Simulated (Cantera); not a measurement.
A Cantera script and what it prints.

```python
import numpy as np
import cantera as ct

gas_names = [...]  # 123 gases of nasa_gas.yaml made of C, H, O, S
cond_names = """
    C(gr) C6H6(L) C7H8(L) C8H18(L),n-octa H2O(s) H2O(L) H2SO4(L) S(cr1) S(cr2) S(L)
""".split()


# ... load() reads the species with a 1 bar reference pressure and builds the phases ...
atoms = {
    'CS2': {'C': 1, 'S': 2},
    'H2O': {'H': 2, 'O': 1},
    'O2': {'O': 2},
    'SO2': {'S': 1, 'O': 2},
}
top_T = {'C(gr)': 4500}  # K; cautious upper limits of use, not melting points


# ... equilibrate(T, P, feed) seeds the gas with the atoms and calls Mixture.equilibrate('TP', solver="vcs", rtol=1e-11, max_steps=5000) ...
results = []
feed = {'CS2': 1, 'H2O': 0.18, 'O2': 0.096, 'SO2': 0.061}  # mol
P = 360000  # Pa
for T in [823, 1023, 1223, 1423, 1623, 1823, 2023, 2223]:
    mix = equilibrate(T, P, feed)
    results.append((T, P, feed, dict(zip(mix.species_names, mix.species_moles))))

top = {s: max(r[3][s] / sum(r[3][g] for g in gas_names) for r in results) for s in gas_names}
cols = sorted((s for s in top if top[s] > 0.0001), key=lambda s: -top[s])[:6]
seen = [c for c in cond_names if any(r[3].get(c, 0) > 1e-12 for r in results)]
print("log10 of partial pressures in bar; condensed amounts in mol")
print(f"{'T/K':>10s}" + "".join(f"{s[:9]:>10s}" for s in cols + seen))
for T, P, feed, n in results:
    ng = sum(n[g] for g in gas_names)
    print(f"{T:10.4g}" + "".join(f"{np.log10(max(n[s] / ng * P / 1e5, 1e-99)):10.3f}" for s in cols)
          + "".join(f"{n.get(c, 0):10.4g}" for c in seen))
```

Output:

```
log10 of partial pressures in bar; condensed amounts in mol
       T/K       CS2        S2        CO       COS       H2S        H2
       823     0.197    -0.670    -1.309     0.008    -0.299    -3.103
      1023     0.140    -0.208    -0.542    -0.119    -0.349    -2.272
      1223     0.088    -0.090    -0.144    -0.410    -0.398    -1.628
      1423     0.061    -0.032    -0.024    -0.793    -0.469    -1.184
      1623     0.049    -0.006     0.008    -1.144    -0.576    -0.894
      1823     0.039     0.009     0.016    -1.433    -0.717    -0.722
      2023     0.024     0.019     0.017    -1.669    -0.876    -0.630
      2223    -0.010     0.027     0.013    -1.863    -1.041    -0.588
```

Method: chemical equilibrium by Gibbs-energy minimisation in Cantera with the NASA 1993 tables (ideal gas, pure condensed phases). Gases not in the tables: S3 to S7.
